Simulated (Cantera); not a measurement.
## Ammonia decomposition in nitride growth gas

An isothermal, constant-pressure homogeneous reactor starts with NH3 : N2 = 1 : 7.9 (molar parts), at 1600 K and 0.0290 bar.

Model: the gas-phase N/H chemistry of the illustrative SiF4/NH3 mechanism in the Surface Chemkin manual (1991), integrated in Cantera. Walls and surfaces, which speed up NH3 decomposition in real reactors, are not modelled.

```json
[
 {"t (s)": "2.00e-6", "x NH3": "0.112", "x N": "<1e-12", "x NH": "<1e-12", "x H": "2.81e-10", "x N2H2": "<1e-12"},
 {"t (s)": "7.29e-6", "x NH3": "0.112", "x N": "<1e-12", "x NH": "<1e-12", "x H": "9.50e-10", "x N2H2": "<1e-12"},
 {"t (s)": "2.65e-5", "x NH3": "0.112", "x N": "<1e-12", "x NH": "<1e-12", "x H": "2.68e-9", "x N2H2": "<1e-12"},
 {"t (s)": "9.67e-5", "x NH3": "0.112", "x N": "<1e-12", "x NH": "<1e-12", "x H": "4.69e-9", "x N2H2": "<1e-12"},
 {"t (s)": "0.000352", "x NH3": "0.112", "x N": "<1e-12", "x NH": "<1e-12", "x H": "5.00e-9", "x N2H2": "<1e-12"},
 {"t (s)": "0.00128", "x NH3": "0.112", "x N": "<1e-12", "x NH": "7.72e-12", "x H": "5.00e-9", "x N2H2": "3.05e-12"},
 {"t (s)": "0.00468", "x NH3": "0.112", "x N": "<1e-12", "x NH": "1.67e-10", "x H": "5.02e-9", "x N2H2": "5.98e-11"},
 {"t (s)": "0.0170", "x NH3": "0.112", "x N": "1.65e-12", "x NH": "3.57e-9", "x H": "5.25e-9", "x N2H2": "9.33e-10"},
 {"t (s)": "0.0620", "x NH3": "0.112", "x N": "2.61e-11", "x NH": "4.04e-8", "x H": "9.16e-9", "x N2H2": "1.43e-8"},
 {"t (s)": "0.226", "x NH3": "0.112", "x N": "4.64e-10", "x NH": "2.36e-7", "x H": "8.87e-8", "x N2H2": "1.87e-7"},
 {"t (s)": "0.823", "x NH3": "0.111", "x N": "7.28e-9", "x NH": "5.52e-7", "x H": "8.80e-7", "x N2H2": "4.27e-7"},
 {"t (s)": "3.00", "x NH3": "0.105", "x N": "3.06e-8", "x NH": "7.31e-7", "x H": "2.96e-6", "x N2H2": "3.41e-7"}
]
```
x: mole fraction; the columns are a selection and need not sum to one.

Equilibrium at this temperature and pressure: NH3 7.26e-8, N 3.60e-12, NH 8.76e-12, H 0.000125, N2H2 <1e-12 (gas phase only).
